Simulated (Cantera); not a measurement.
A perfectly stirred reactor is fed with 3.71 % CH₄, 0.330 % C₂H₆, 0.174 % C₃H₈, 20.1 % O₂, 75.7 % N₂, at 1.01 bar; it is adiabatic with a 323 K inlet, and is followed from long to short residence time, starting on the burning branch (τ in s: 0.14, 0.054, 0.021, 0.0081, 0.0031, 0.0012, 0.00047, 0.00018, 7.1e-05, 2.7e-05).

Model: GRI-Mech 3.0 (53 species, 325 reactions), integrated in Cantera.

One state of this run: T (K) = 1375; x CH₄ = 0.000417; x C₂H₆ = 9.43e-6; x C₃H₈ = 4.93e-6; x N₂O = 4.41e-7; x CO = 0.00629; x CH₂ = 3.34e-7; x HO₂ = 3.99e-5. x: mole fraction; the columns are a selection and need not sum to one.

**Question.** Which value of τ (s) does it belong to?
A) 0.0031
B) 2.7e-5
C) 0.00047
D) 0.021

**Answer.** A, 0.0031
